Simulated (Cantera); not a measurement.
A Cantera script and what it prints.

```python
import numpy as np
import cantera as ct

gas_names = """
    H H2 N NH NH2 NH3 N2 N2H2 N2H4 Si SiH SiH2 SiH3 SiH4 SiN Si2 Si2N Si3
""".split()
cond_names = """
    Si(cr) Si(L) Si3N4(a)
""".split()


# ... load() reads the species with a 1 bar reference pressure and builds the phases ...
atoms = {
    'SiH4': {'Si': 1, 'H': 4},
    'N2': {'N': 2},
}
top_T = {'Si3N4(a)': 2400}  # K; cautious upper limits of use, not melting points


# ... equilibrate(T, P, feed) seeds the gas with the atoms and calls Mixture.equilibrate('TP', solver="vcs", rtol=1e-11, max_steps=5000) ...
results = []
feed = {'SiH4': 1, 'N2': 0.22}  # mol
P = 33000  # Pa
for T in [950, 1025, 1100, 1175, 1250, 1325, 1400, 1475, 1550, 1625, 1700, 1775, 1850, 1925]:
    mix = equilibrate(T, P, feed)
    results.append((T, P, feed, dict(zip(mix.species_names, mix.species_moles))))
    x = sorted(zip(gas.X, gas.species_names), reverse=True)
    print(f"T = {T:g} K  P = {P:g} Pa  gas = {mix.phase_moles(0):.4g} mol")
    print("   x: " + "  ".join(f"{s} {v:.3e}" for v, s in x if v > 1e-06))
    print("   condensed (mol): " + ("  ".join(f"{mix.phase(i).name} {mix.phase_moles(i):.4g}"
          for i in range(1, mix.n_phases) if mix.phase_moles(i) > 1e-12) or "none"))
```

Result:

```
T = 950 K  P = 33000 Pa  gas = 2 mol
   x: H2 1.000e+00
   condensed (mol): Si(cr) 0.67  Si3N4(a) 0.11
T = 1025 K  P = 33000 Pa  gas = 2 mol
   x: H2 1.000e+00
   condensed (mol): Si(cr) 0.67  Si3N4(a) 0.11
T = 1100 K  P = 33000 Pa  gas = 2 mol
   x: H2 1.000e+00
   condensed (mol): Si(cr) 0.67  Si3N4(a) 0.11
T = 1175 K  P = 33000 Pa  gas = 2 mol
   x: H2 1.000e+00
   condensed (mol): Si(cr) 0.67  Si3N4(a) 0.11
T = 1250 K  P = 33000 Pa  gas = 2 mol
   x: H2 1.000e+00
   condensed (mol): Si(cr) 0.67  Si3N4(a) 0.11
T = 1325 K  P = 33000 Pa  gas = 2 mol
   x: H2 1.000e+00  N2 2.878e-06  H 2.847e-06
   condensed (mol): Si(cr) 0.67  Si3N4(a) 0.11
T = 1400 K  P = 33000 Pa  gas = 2 mol
   x: H2 1.000e+00  N2 1.738e-05  H 8.467e-06
   condensed (mol): Si(cr) 0.6701  Si3N4(a) 0.11
T = 1475 K  P = 33000 Pa  gas = 2 mol
   x: H2 9.999e-01  N2 8.707e-05  H 2.258e-05  SiH2 1.080e-06
   condensed (mol): Si(cr) 0.6703  Si3N4(a) 0.1099
T = 1550 K  P = 33000 Pa  gas = 2.001 mol
   x: H2 9.996e-01  N2 3.720e-04  H 5.481e-05  SiH2 2.791e-06
   condensed (mol): Si(cr) 0.6711  Si3N4(a) 0.1096
T = 1625 K  P = 33000 Pa  gas = 2.003 mol
   x: H2 9.985e-01  N2 1.385e-03  H 1.227e-04  SiH2 6.601e-06
   condensed (mol): Si(cr) 0.6741  Si3N4(a) 0.1086
T = 1700 K  P = 33000 Pa  gas = 2.01 mol
   x: H2 9.950e-01  N2 4.727e-03  H 2.559e-04  SiH2 1.412e-05  Si 2.056e-06  SiH 1.823e-06
   condensed (mol): Si(L) 0.6842  Si3N4(a) 0.1052
T = 1775 K  P = 33000 Pa  gas = 2.036 mol
   x: H2 9.818e-01  N2 1.764e-02  H 4.992e-04  SiH2 2.458e-05  Si 6.652e-06  SiH 4.647e-06  NH3 1.312e-06
   condensed (mol): Si(L) 0.7238  Si3N4(a) 0.09204
T = 1850 K  P = 33000 Pa  gas = 2.126 mol
   x: H2 9.400e-01  N2 5.897e-02  H 9.092e-04  SiH2 3.963e-05  Si 1.954e-05  SiH 1.079e-05  NH3 1.926e-06  Si2N 1.593e-06  SiN 1.046e-06
   condensed (mol): Si(L) 0.858  Si3N4(a) 0.0473
T = 1925 K  P = 33000 Pa  gas = 2.222 mol
   x: H2 8.993e-01  N2 9.901e-02  H 1.578e-03  SiH2 6.128e-05  Si 5.273e-05  SiH 2.339e-05  Si2N 4.218e-06  SiN 2.989e-06  NH3 2.027e-06
   condensed (mol): Si(L) 0.9997
```

These are equilibrium values from Cantera (NASA tables, ideal gas, pure condensed phases), not measurements of a reactor. N2 is the only nitrogen source here; it is nearly inert below about 1500 K, so the nitride shown seldom forms there in practice. Mutual solubility and eutectic melting of coexisting phases are not modelled. Gases not in the tables: Si2H6 and higher silanes.
